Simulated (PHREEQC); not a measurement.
Dissolve 0.28 mol/kgw Na2CO3 and 0.27 mol/kgw NaCl at 25 °C and 300 atm. Closed to the air; pH follows from the charge balance.

All values are PHREEQC results (Pitzer model, pitzer.dat), not measurements.

No solid was allowed to form.

Problem. What pH, density, activity of water does the model give?

Solution. pH 11.32; density 1.049 g/cm³; activity of water 0.980.

Problem. In which forms is C present?

Solution. CO3-2 98 %, HCO3- 1.5 % of the C.

Species that the database lacks are ignored. In brines, pH and single-ion activities rest on the MacInnes convention. Under pressure, the constants of complexes without a molar volume in the database are unreliable.
